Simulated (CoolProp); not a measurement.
Vapour-liquid equilibrium of R1234yf (1) + R227EA (2) at 212 K; x and y are mole fractions of (1).

Computed with CoolProp (multi-fluid Helmholtz-energy mixture model, Lemmon 2022 and Lemmon 2016; pair parameters Bell 2016).

Question: Give the bubble pressure and the first vapour's composition at x = 0.05, 0.5, 0.725. Is there an azeotrope?

Answer: x = 0.05: 9.394 kPa, y = 0.109; x = 0.5: 14.31 kPa, y = 0.686; x = 0.725: 16.70 kPa, y = 0.851. No azeotrope shows between x = 0.05 and 0.95.

The pair parameters rest on a limited set of measurements; away from them the model extrapolates.
